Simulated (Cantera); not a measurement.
## Premixed flame

A freely propagating, adiabatic, planar premixed flame of 5.47 % CH4, 0.312 % C2H6, 17.7 % O2, 66.7 % N2, 9.84 % H2O, equivalence ratio 0.68, unburnt at 600 K and 1000000 Pa; multicomponent+Soret transport, grid criteria slope 0.08 and curve 0.16, no radiation.

Model: GRI-Mech 3.0 (53 species, 325 reactions), integrated in Cantera. Burning velocities carry a grid error of a few per cent, more on coarse grids.

```json
[
 {"z (mm)": "-0.479", "T (K)": "603", "u (m/s)": "0.173", "x CH4": "0.0544", "x C2H6": "0.00312", "x O2": "0.176", "x C2H4": "7.57e-7", "x H2": "0.000246", "x CH2O": "1.29e-6"},
 {"z (mm)": "-0.319", "T (K)": "616", "u (m/s)": "0.177", "x CH4": "0.0536", "x C2H6": "0.00311", "x O2": "0.176", "x C2H4": "6.40e-6", "x H2": "0.000505", "x CH2O": "1.08e-5"},
 {"z (mm)": "-0.240", "T (K)": "650", "u (m/s)": "0.187", "x CH4": "0.0516", "x C2H6": "0.00309", "x O2": "0.174", "x C2H4": "2.66e-5", "x H2": "0.000765", "x CH2O": "4.43e-5"},
 {"z (mm)": "-0.160", "T (K)": "770", "u (m/s)": "0.222", "x CH4": "0.0456", "x C2H6": "0.00289", "x O2": "0.165", "x C2H4": "0.000133", "x H2": "0.00120", "x CH2O": "0.000216"},
 {"z (mm)": "-0.0798", "T (K)": "1128", "u (m/s)": "0.327", "x CH4": "0.0284", "x C2H6": "0.00179", "x O2": "0.132", "x C2H4": "0.000604", "x H2": "0.00190", "x CH2O": "0.000913"},
 {"z (mm)": "-0.0399", "T (K)": "1426", "u (m/s)": "0.414", "x CH4": "0.0137", "x C2H6": "0.000671", "x O2": "0.101", "x C2H4": "0.000820", "x H2": "0.00231", "x CH2O": "0.00102"},
 {"z (mm)": "0", "T (K)": "1710", "u (m/s)": "0.497", "x CH4": "0.00177", "x C2H6": "2.68e-5", "x O2": "0.0713", "x C2H4": "0.000183", "x H2": "0.00192", "x CH2O": "0.000217"},
 {"z (mm)": "0.0399", "T (K)": "1824", "u (m/s)": "0.527", "x CH4": "2.58e-5", "x C2H6": "<1e-8", "x O2": "0.0603", "x C2H4": "1.28e-6", "x H2": "0.000778", "x CH2O": "5.25e-6"},
 {"z (mm)": "0.0798", "T (K)": "1858", "u (m/s)": "0.536", "x CH4": "3.59e-7", "x C2H6": "<1e-8", "x O2": "0.0579", "x C2H4": "<1e-8", "x H2": "0.000350", "x CH2O": "7.82e-8"},
 {"z (mm)": "0.160", "T (K)": "1877", "u (m/s)": "0.541", "x CH4": "<1e-8", "x C2H6": "<1e-8", "x O2": "0.0569", "x C2H4": "<1e-8", "x H2": "0.000113", "x CH2O": "<1e-8"},
 {"z (mm)": "0.319", "T (K)": "1883", "u (m/s)": "0.542", "x CH4": "<1e-8", "x C2H6": "<1e-8", "x O2": "0.0567", "x C2H4": "<1e-8", "x H2": "4.09e-5", "x CH2O": "<1e-8"},
 {"z (mm)": "0.639", "T (K)": "1884", "u (m/s)": "0.543", "x CH4": "<1e-8", "x C2H6": "<1e-8", "x O2": "0.0567", "x C2H4": "<1e-8", "x H2": "3.30e-5", "x CH2O": "<1e-8"},
 {"z (mm)": "1.28", "T (K)": "1884", "u (m/s)": "0.543", "x CH4": "<1e-8", "x C2H6": "<1e-8", "x O2": "0.0567", "x C2H4": "<1e-8", "x H2": "3.28e-5", "x CH2O": "<1e-8"}
]
```
x: mole fraction of selected species; z is measured from the peak of heat release.

```yaml
laminar_burning_velocity: 17.3 cm/s
thermal_thickness: 0.160 mm
peak x(C2H4): 0.000832
peak x(H2): 0.00235
peak x(CH2O): 0.00111
grid_points: 132
```
